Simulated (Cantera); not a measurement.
## V2O3 + H2 + N2 (hydrogen reduction and annealing atmospheres)

A closed system holds: 1 mol V2O3, a varied amount of H2, 6.7 mol N2, at 11.0 Pa.

Cantera equilibrium calculation (NASA polynomials, part measured and part estimated; ideal gas, pure solids and liquids). Candidate condensed phases: H2O, V, VN, VO, V2O3, V2O4, V2O5; 28 gas species. Mutual solubility and eutectic melting of coexisting phases are not modelled. VN, VO: taken at fixed stoichiometry. Condensed phases not in the tables: the oxides between V2O3 and V2O5 other than VO2, solid solutions among these carbides, nitrides and lower oxides, V2N. Kinetics and transport are ignored.

Stable condensed phases:

```
T in K \ n(H2) in mol
          150  380  610  840 1100 1300 1500 1700 2000 2200
   1250     A    A    A    A    A    A    B    B    B    B
   1200     A    A    A    A    A    A    A    A    A    A
   1150     A    A    A    A    A    A    A    A    A    A
   1100     A    A    A    A    A    A    A    A    A    A
   1050     C    C    A    A    A    A    A    A    A    A
   1000     C    C    C    C    C    C    C    C    C    A
    950     C    C    C    C    C    C    C    C    C    C
    900     C    C    C    C    C    C    C    C    C    C
    850     C    C    C    C    C    C    C    C    C    C
```

A: VO + V2O3; B: VO; C: VN + V2O3.
